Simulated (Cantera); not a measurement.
What does this Cantera script print?

```python
import numpy as np
import cantera as ct

gas_names = """
    SO2 O Na
""".split()
cond_names = """
    Na(cr) Na(L) Na2S(1) Na2S(2) Na2S(L) Na2SO4(V) Na2SO4(IV) Na2SO4(I) Na2SO4(L) S(cr1) S(cr2) S(L)
""".split()


# ... load() reads the species with a 1 bar reference pressure and builds the phases ...
species = {s.name: s for s in load("nasa_gas.yaml", gas_names) + load("nasa_condensed.yaml", cond_names)}
# Each term lists the table entries of one substance; the one whose range holds T is used.
reactions = {
    '2 Na + SO2(g) = 2 O(g) + Na2S':
        [(-2, ['Na(cr)', 'Na(L)']), (-1, ['SO2']), (2, ['O']), (1, ['Na2S(1)', 'Na2S(2)', 'Na2S(L)'])],
    '2 Na(g) + 2 SO2(g) = Na2SO4 + S':
        [(-2, ['Na']), (-2, ['SO2']), (1, ['Na2SO4(V)', 'Na2SO4(IV)', 'Na2SO4(I)', 'Na2SO4(L)']), (1, ['S(cr1)', 'S(cr2)', 'S(L)'])],
}


def pick(names, T):
    return next(species[n] for n in names if species[n].thermo.min_temp <= T <= species[n].thermo.max_temp)


results = []
for label, terms in reactions.items():
    print(label)
    print("     T/K   dH/kJ  dS/(J/K)   dG/kJ   log10 K")
    for T in [375, 425, 475, 525, 575, 625, 675, 725, 775, 825]:
        used = [(nu, pick(names, T)) for nu, names in terms]
        dH = sum(nu * s.thermo.h(T) for nu, s in used) / 1e6
        dS = sum(nu * s.thermo.s(T) for nu, s in used) / 1e3
        dG = dH - T * dS / 1e3
        logK = -dG * 1e6 / (ct.gas_constant * T * np.log(10))
        results.append((label, T, dH, dS, dG, logK, [s.name for _, s in used]))
        print(f"{T:8g} {dH:8.1f} {dS:8.1f} {dG:8.1f} {logK:8.2f}")
```

Output:

```
2 Na + SO2(g) = 2 O(g) + Na2S
     T/K   dH/kJ  dS/(J/K)   dG/kJ   log10 K
     375    425.9     59.6    403.5   -56.21
     425    426.9     62.1    400.5   -49.22
     475    427.9     64.4    397.3   -43.69
     525    429.0     66.5    394.1   -39.21
     575    430.0     68.3    390.7   -35.49
     625    431.0     70.1    387.2   -32.36
     675    432.1     71.7    383.7   -29.69
     725    433.1     73.2    380.1   -27.38
     775    434.2     74.6    376.4   -25.37
     825    435.3     76.0    372.6   -23.59
2 Na(g) + 2 SO2(g) = Na2SO4 + S
     T/K   dH/kJ  dS/(J/K)   dG/kJ   log10 K
     375  -1005.7   -613.2   -775.7   108.05
     425  -1001.5   -602.7   -745.4    91.61
     475   -998.3   -595.5   -715.4    78.67
     525   -984.0   -567.5   -686.0    68.26
     575   -980.3   -560.8   -657.8    59.76
     625   -976.7   -554.9   -630.0    52.65
     675   -973.3   -549.5   -602.3    46.61
     725   -969.9   -544.7   -575.0    41.43
     775   -966.4   -540.0   -547.9    36.93
     825   -962.8   -535.5   -521.0    32.99
```

Cantera with NASA thermochemical tables; ideal gases at 1 bar, condensed phases pure. Condensed species are held in their standard states even where they would react or evaporate.
